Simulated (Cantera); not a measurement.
A freely propagating, adiabatic, planar premixed flame of 39.9 % H₂, 12.8 % O₂, 47.3 % N₂, unburnt at 375 K and 14000 Pa; mixture-averaged transport, grid criteria slope 0.08 and curve 0.16, no radiation.

Computed with Cantera and the H2/O2 subset of GRI-Mech 3.0, which has no nitrogen chemistry. Burning velocities carry a grid error of a few per cent, more on coarse grids.

### Question
Predict: laminar burning velocity; thermal thickness; peak x(H); peak x(HO₂); peak x(O).

### Answer
```json
{
 "laminar_burning_velocity": "342 cm/s",
 "thermal_thickness": "5.05 mm",
 "peak x(H)": "0.115",
 "peak x(HO₂)": "0.000116",
 "peak x(O)": "0.00689"
}
```
